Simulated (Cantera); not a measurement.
Charge: 1 mol V2O5, 850 mol H2, 0.74 mol H2O, held at 1950 °C.

Cantera equilibrium calculation (NASA polynomials, part measured and part estimated; ideal gas, pure solids and liquids). Candidate condensed phases: H2O, V, VO, V2O3, V2O4, V2O5; 12 gas species. VO: taken at fixed stoichiometry. Equilibrium is a limit: real reactors are often held back by kinetics, nucleation or transport.

### Question
What share of the V ends up in condensed phases as a function of P (Pa), at 10, 42, 180, 750, 3200, 13000, 56000, 240000, 1000000?

### Answer
```
P (Pa)   V condensed (%)     as
-------  ---------------  -----
10                   0.0      -
42                   0.0      -
180                  0.0      -
750                  0.0      -
3200                20.4  VO(l)
13000               80.4  VO(l)
56000               95.5  VO(l)
240000              98.9  VO(l)
1000000             99.7  VO(l)
```
